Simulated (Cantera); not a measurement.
What does this Cantera script print?

```python
import numpy as np
import cantera as ct

gas = ct.Solution("gri30.yaml")
gas.TPX = 500, 220000, {'CH4': 1, 'C2H6': 0.06, 'C3H8': 1.5, 'O2': 10.8, 'N2': 40.6, 'CO2': 7}
inlet = ct.Reservoir(gas, clone=True)
gas.equilibrate("HP")  # start burning
reactor = ct.IdealGasConstPressureReactor(gas, energy="on", clone=False)
exhaust = ct.Reservoir(gas, clone=True)
tau = [0.29, 0.1, 0.038, 0.014, 0.0051, 0.0018, 0.00067, 0.00025, 9e-05, 3.3e-05, 1.2e-05, 4.4e-06][0]
for a, b in ((inlet, reactor), (reactor, exhaust)):
    ct.MassFlowController(a, b, mdot=lambda t: reactor.mass / tau)
net = ct.ReactorNet([reactor])
show = ['CH4', 'C2H6', 'C3H8', 'C2H2', 'H2O2', 'O', 'HCN']

rows = []
print(f"{'tau/s':>10s}{'T/K':>9s}" + "".join(f"{s:>11s}" for s in show))
for tau in [0.29, 0.1, 0.038, 0.014, 0.0051, 0.0018, 0.00067, 0.00025, 9e-05, 3.3e-05, 1.2e-05, 4.4e-06]:
    net.initial_time = 0.0
    net.advance(30 * tau)
    before = gas.X
    net.advance(40 * tau)
    drift = np.max(np.abs(gas.X - before) / (gas.X + 1e-9))
    rows.append([gas.T, *gas[show].X, drift])
    print(f"{tau:10.3e}{gas.T:9.1f}" + "".join(f"{x:11.3e}" for x in gas[show].X))
```

It prints:

```
     tau/s      T/K        CH4       C2H6       C3H8       C2H2       H2O2          O        HCN
 2.900e-01   2067.7  4.096e-07  2.560e-09  5.887e-08  6.322e-07  6.608e-08  1.241e-04  6.017e-08
 1.000e-01   2061.4  9.907e-07  7.037e-09  1.625e-07  1.418e-06  7.570e-08  1.586e-04  8.010e-08
 3.800e-02   2049.0  2.016e-06  1.703e-08  3.945e-07  2.544e-06  9.418e-08  2.266e-04  9.794e-08
 1.400e-02   2026.9  3.973e-06  4.077e-08  9.415e-07  4.122e-06  1.289e-07  3.605e-04  1.187e-07
 5.100e-03   1992.8  7.885e-06  9.542e-08  2.168e-06  6.291e-06  1.867e-07  5.958e-04  1.504e-07
 1.800e-03   1944.2  1.670e-05  2.258e-07  4.961e-06  9.556e-06  2.797e-07  9.799e-04  2.107e-07
 6.700e-04   1885.0  3.675e-05  5.221e-07  1.092e-05  1.459e-05  4.135e-07  1.476e-03  3.154e-07
 2.500e-04   1812.3  9.195e-05  1.313e-06  2.574e-05  2.469e-05  6.139e-07  1.971e-03  5.025e-07
 9.000e-05   1704.6  3.488e-04  4.855e-06  8.545e-05  6.396e-05  9.449e-07  1.852e-03  9.143e-07
 3.300e-05    500.0  1.640e-02  9.843e-04  2.461e-02  2.435e-17  1.037e-18  2.258e-28  7.308e-20
 1.200e-05    500.0  1.640e-02  9.843e-04  2.461e-02  5.141e-19  2.189e-20  4.266e-30  1.543e-21
 4.400e-06    500.0  1.640e-02  9.843e-04  2.461e-02  3.187e-21  1.357e-22  3.402e-32  9.564e-24
```

Computed with Cantera and GRI-Mech 3.0 (53 species, 325 reactions). GRI-Mech 3.0 was tuned for natural gas; its chemistry of propane as a main component is partial and can be far from experiment.
